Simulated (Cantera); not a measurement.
**Diamond growth**

A diamond (100) surface in a fixed gas of H2 with x(CH4) = 0.0045, x(H) = 0.0039, at 1275 K, 12.0 Torr; coverages are run to steady state.

Detailed kinetics in Cantera: the Harris–Goodwin 1993 mechanism for the reconstructed diamond (100) surface.

| x(CH3) | growth (µm/h) | θ c6HH | θ c6H* | θ c6*H | θ c6** | θ c6HM |
|---|---|---|---|---|---|---|
| 1e-06 | 0.00219 | 0.402 | 0.0461 | 0.514 | 0.0381 | 1.21e-6 |
| 2.4e-06 | 0.00524 | 0.402 | 0.0461 | 0.514 | 0.0381 | 2.91e-6 |
| 5.8e-06 | 0.0127 | 0.401 | 0.0461 | 0.514 | 0.0381 | 7.04e-6 |
| 1.4e-05 | 0.0306 | 0.401 | 0.0461 | 0.514 | 0.0380 | 1.70e-5 |
| 3.3e-05 | 0.0720 | 0.401 | 0.0461 | 0.514 | 0.0380 | 4.00e-5 |
| 7.9e-05 | 0.172 | 0.401 | 0.0461 | 0.514 | 0.0379 | 9.57e-5 |
| 0.00019 | 0.411 | 0.401 | 0.0461 | 0.514 | 0.0377 | 0.000230 |
| 0.00046 | 0.983 | 0.401 | 0.0460 | 0.513 | 0.0371 | 0.000552 |
| 0.0011 | 2.28 | 0.400 | 0.0459 | 0.512 | 0.0358 | 0.00130 |
θ: site fractions in the mechanism's names (c6HH fully hydrogenated, c6H* and c6*H radical sites, c6** diradical, c6HM methylated).
